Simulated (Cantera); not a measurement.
A perfectly stirred reactor is fed with CH4 : O2 : N2 = 1 : 1.67 : 6.27 (molar parts), at 5.00 bar; it is adiabatic with a 575 K inlet, and is followed from long to short residence time, starting on the burning branch (τ in s: 0.073, 0.037, 0.019, 0.0096, 0.0049, 0.0025, 0.0013, 0.00064, 0.00032, 0.00016, 8.3e-05, 4.2e-05).

Computed with Cantera and GRI-Mech 3.0 (53 species, 325 reactions).

Problem. What does this change do: 0.25 parts H2 added?

Solution. 
```tsv
quantity	before	after
blow-out, bracketed by the residence times tried	burning at 42.0 µs, the shortest tried	burning at 42.0 µs, the shortest tried
x(CH4) at τ = 73.0 ms	7.07e-6	1.51e-5
x(O2) at τ = 73.0 ms	0.000118	5.20e-5
x(C2H) at τ = 73.0 ms	3.04e-11	8.55e-11
x(CH2CO) at τ = 73.0 ms	1.12e-8	2.14e-8
x(CH3) at τ = 73.0 ms	3.61e-6	5.93e-6
x(CH4) at τ = 1.30 ms	8.35e-5	0.000150
x(O2) at τ = 1.30 ms	0.00113	0.000751
x(C2H) at τ = 1.30 ms	5.36e-9	1.55e-8
x(CH2CO) at τ = 1.30 ms	2.74e-7	5.71e-7
x(CH3) at τ = 1.30 ms	5.75e-5	9.44e-5
```

Problem. What does this change do: O2 1.67 to 1.3 parts?

Solution. 
```csv
quantity,before,after
"blow-out, bracketed by the residence times tried","burning at 42.0 µs, the shortest tried","burning at 1.30 ms, out at 0.640 ms"
x(CH4) at τ = 73.0 ms,7.07e-6,0.00345
x(O2) at τ = 73.0 ms,0.000118,0.000263
x(C2H) at τ = 73.0 ms,3.04e-11,4.05e-8
x(CH2CO) at τ = 73.0 ms,1.12e-8,6.68e-6
x(CH3) at τ = 73.0 ms,3.61e-6,0.000117
x(CH4) at τ = 1.30 ms,8.35e-5,0.0108
x(O2) at τ = 1.30 ms,0.00113,0.00796
x(C2H) at τ = 1.30 ms,5.36e-9,1.80e-7
x(CH2CO) at τ = 1.30 ms,2.74e-7,0.000151
x(CH3) at τ = 1.30 ms,5.75e-5,0.000702
```
